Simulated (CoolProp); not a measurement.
A single-stage vapour-compression cycle with cis-2-butene: evaporating at 318.15 K (dew point), condensing at 351.15 K (bubble point), superheat 2 K, subcooling 8 K, compressor efficiency 0.75, no pressure losses. Each further row changes one setting.

Model: reference Helmholtz-energy equation of state, Lemmon 2005, in CoolProp. It is a short technical equation, of lower accuracy than the large ones.

```csv
case,cooling COP,pressure ratio,discharge temperature (K),refrigerating effect (kJ/kg),volumetric capacity (kJ/m³)
as stated,6.58,2.29,358.1,313,2850
evaporating temperature 323.15 K,8.03,1.99,___,___,3310
condensing temperature 346.15 K,7.94,2.04,352.7,325,2960
subcooling 13 K,6.84,2.29,358.1,325,2960
superheat 12 K,6.63,2.29,367.9,330,2870
compressor efficiency 0.65,5.70,2.29,___,313,2850
```

Task: Complete the blanks.

Result: 
- evaporating temperature 323.15 K, discharge temperature (K): 357.1
- evaporating temperature 323.15 K, refrigerating effect (kJ/kg): 319
- compressor efficiency 0.65, discharge temperature (K): 361.8
